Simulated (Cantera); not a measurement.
Source: NASA polynomial tables (part measured, part estimated), evaluated in Cantera. Values are per mole of reaction as written; species without (g) are pure solids or liquids, kept so even where they would boil at 1 bar.

Task: Between 300 and 998 K, where is each reaction favourable under standard conditions?
- 3 Ca(OH)2 + 6 S ⇌ 2 O3(g) + 3 CaS + 3 H2S(g)

Result: 
- 3 Ca(OH)2 + 6 S ⇌ 2 O3(g) + 3 CaS + 3 H2S(g): ΔG° is 1514 kJ at 300 K and 1032 kJ at 998 K; it stays positive (K < 1). ΔH° is 1645 kJ and ΔS° 614 J/K at 998 K.
